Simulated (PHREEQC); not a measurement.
A PHREEQC speciation (ion-association model, wateq4f.dat) at 25 °C gives pH 3.04 and these molalities:

```
species   mol/kgw
-------  --------
Mn+2      0.00986
SO4-2     0.00941
MnSO4     0.00409
HF        0.00171
F-        0.00151
H+        0.00107
HSO4-    0.000497
MnF+      5.16e-5
HF2-      9.96e-6
H2F2      7.66e-6
```

Task: What are the element totals, and what could have been dissolved in 1 kg of water to give them?

Result: One answer among several that fit: totals F 0.00330, Mn(2) 0.0140, S(6) 0.0140 mol/kgw, from 3.3 mmol/kgw HF and 14 mmol/kgw MnSO4.

This is a speciation only: nothing precipitates in the calculation. Species that the database lacks are ignored.
